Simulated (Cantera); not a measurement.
An adiabatic, constant-pressure homogeneous reactor starts with 3.68 % CH₄, 0.217 % H₂, 20.2 % O₂, 75.9 % N₂, at 1650 K and 9.60 bar.

Detailed kinetics in Cantera: GRI-Mech 3.0 (53 species, 325 reactions).

Task: Predict: time of steepest temperature rise; temperature at 7.00 s; equilibrium temperature; x(H₂) at 7.00 s; x(O₂) at 7.00 s; x(HO₂) at 7.00 s.

Result: 
```json
{
  "time_of_steepest_temperature_rise": "35.6 µs",
  "temperature at 7.00 s": "2379 K",
  "equilibrium_temperature": "2379 K",
  "x(H₂) at 7.00 s": "0.000222 (gas-phase equilibrium 0.000222)",
  "x(O₂) at 7.00 s": "0.120 (gas-phase equilibrium 0.120)",
  "x(HO₂) at 7.00 s": "1.02e-5 (gas-phase equilibrium 1.02e-5)"
}
```
